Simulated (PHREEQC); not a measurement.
Solution (25 °C): 0.0095 mol/kgw H3PO4 and 0.047 mol/kgw H2SO4. Closed to the air; pH follows from the charge balance.

Computed with PHREEQC (ion-association model, wateq4f.dat).

Precipitation was switched off in this run.

Problem. Predict the pH, ionic strength.

Solution. pH 1.29; ionic strength 0.0746 mol/kgw.

Problem. In which forms is P present?

Solution. H3PO4 86 %, H2PO4- 14 % of the P.

H3PO4, which wateq4f.dat lacks, is added to it with the constant of phreeqc.dat.
